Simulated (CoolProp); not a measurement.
The fluid at 298.15 K and 0.118 MPa is compressed adiabatically to 0.789 MPa with isentropic efficiency 0.7. The same conditions are run with several fluids, on thermodynamics alone (safety and materials aside).

The numbers come from the reference Helmholtz-energy equation of state of each fluid (propylene: Lemmon 2013; hydrogen sulfide: Lemmon 2006; C2F6 (R116): Lemmon 2006; n-perfluorobutane: Gao 2022; methane: Setzmann 1991) in CoolProp.

Question: Rank propylene, hydrogen sulfide, C2F6 (R116), n-perfluorobutane, methane by work (kJ/kg), highest first.

Answer: methane (520), hydrogen sulfide (247), propylene (175), C2F6 (R116) (51.2), n-perfluorobutane (26.1)

```json
[
 {"fluid": "propylene", "final temperature (K)": "404.0", "final phase": "gas", "final density (kg/m³)": "10.3"},
 {"fluid": "hydrogen sulfide", "final temperature (K)": "535.3", "final phase": "gas", "final density (kg/m³)": "6.09"},
 {"fluid": "C2F6 (R116)", "final temperature (K)": "363.8", "final phase": "gas", "final density (kg/m³)": "37.5"},
 {"fluid": "n-perfluorobutane", "final temperature (K)": "336.9", "final phase": "two-phase, vapour fraction 0.991", "final density (kg/m³)": "86.7"},
 {"fluid": "methane", "final temperature (K)": "503.1", "final phase": "gas", "final density (kg/m³)": "3.03"}
]
```
